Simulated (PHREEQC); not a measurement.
0.07 g of hydrous ferric oxide (600 m²/g; 0.2 weak and 0.005 strong sites per Fe, Dzombak-Morel constants, diffuse double layer) in 1 kg of water with 0.1 mol/kgw of an inert sodium salt and 0.00021 mol CaCl2, 5e-06 mol MgCl2 and 2.6e-05 mol PbCl2, at 25 °C; the pH is set by adding NaOH or the inert anion's acid. Oxygen alone is held at its pressure in air (log pO2 = -0.68). The system is closed to CO2. Precipitation was switched off in this run.

The series has 13 steps of pH, from 4 to 10.

All values are PHREEQC results (ion-association model, wateq4f.dat), not measurements.

Problem. Near which pH is half of the Mg sorbed, and on which side is more sorbed?

Solution. Near pH 8.9, with more sorbed at higher pH.

Problem. Near which pH is half of the Pb sorbed, and on which side is more sorbed?

Solution. Near pH 5.8, with more sorbed at higher pH.

Problem. At which pH does the surface charge pass through zero?

Solution. Near pH 8.5.

Along this series the solution becomes supersaturated in solids that the run did not let form, among them Pb(OH)2.
